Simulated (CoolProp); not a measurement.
Computed with CoolProp (reference Helmholtz-energy equation of state, Fiedler 2023).

Q: Give the vapour pressure (MPa), liquid density (kg/m³), vapour density (kg/m³), enthalpy of vaporisation (kJ/kg) of saturated tetrahydrofuran at 496.1, 513.6 K.

A: 
```
T (K)  p (MPa)  liquid density (kg/m³)  vapour density (kg/m³)  enthalpy of vaporisation (kJ/kg)
-----  -------  ----------------------  ----------------------  --------------------------------
496.1     2.87                     599                    75.8                               239
513.6     3.68                     550                     108                               196
```
